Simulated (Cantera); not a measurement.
**SiO2 + Si + H2 (sublimation and decomposition of ceramics)**

Input: 1 mol SiO2, 0.048 mol Si, 0.011 mol H2.

These are equilibrium values from Cantera (NASA tables, ideal gas, pure condensed phases), not measurements of a reactor. Candidate condensed phases: H2O, Si, SiO2; 18 gas species. Each liquid is taken as pure. Mutual solubility and eutectic melting of coexisting phases are not modelled. The tables hold silica as quartz up to 1696 K and as liquid above; real silica turns to tridymite and cristobalite and melts near 1996 K. Kinetics and transport are ignored.

Stable condensed phases:

```
T in °C \ P in Pa
               1     5.6      32     180    1000    5600   32000  180000 1000000
   1750        A       B       B       B       B       B       B       C       C
   1725        A       B       B       B       B       B       B       C       C
   1700        A       B       B       B       B       B       C       C       C
   1675        B       B       B       B       B       B       C       C       C
   1650        B       B       B       B       B       B       C       C       C
   1625        B       B       B       B       B       B       C       C       C
   1600        B       B       B       B       B       B       C       C       C
   1575        B       B       B       B       B       B       C       C       C
   1550        B       B       B       B       B       B       C       C       C
   1525        B       B       B       B       B       C       C       C       C
   1500        B       B       B       B       B       C       C       C       C
   1475        B       B       B       B       B       C       C       C       C
   1450        B       B       B       B       B       C       C       C       C
```

A: gas only; B: SiO2; C: Si + SiO2.
